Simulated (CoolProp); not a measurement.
Chlorine at 239.63 K and 0.05 MPa is throttled through a valve to 0.015 MPa with no heat exchange. Each further row changes one setting.

Values from CoolProp's reference Helmholtz-energy equation of state, Thol 2021.

```tsv
case	temperature change (K)	final density (kg/m³)
as stated	?	?
outlet pressure 0.0045 MPa	?	0.162
outlet pressure 0.0195 MPa	?	?
```

What belongs in the gaps?


- as stated, temperature change (K): -1.8
- as stated, final density (kg/m³): 0.540
- outlet pressure 0.0045 MPa, temperature change (K): -2.3
- outlet pressure 0.0195 MPa, temperature change (K): -1.5
- outlet pressure 0.0195 MPa, final density (kg/m³): 0.702
